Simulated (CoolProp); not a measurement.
Vapour-liquid equilibrium of CHF3 (R23) (1) + propane (2) at 231.1 K; x and y are mole fractions of (1).

The numbers come from the multi-fluid Helmholtz-energy mixture model, Penoncello 2003 and Lemmon 2009; pair parameters Bell 2016 in CoolProp.

Give the bubble pressure and the first vapour's composition at x = 0.25, 0.35, 0.65. Is there an azeotrope?

x = 0.25: 5.604 bar, y = 0.828; x = 0.35: 6.067 bar, y = 0.845; x = 0.65: 6.364 bar, y = 0.858. y crosses x between x = 0.85 and 0.95: the model has an azeotrope there.

Pair parameters are fitted to limited data, so mixtures are less certain than the pure fluids. With so large a gap from Raoult's law the liquid may split in two, which this calculation doesn't test in full.
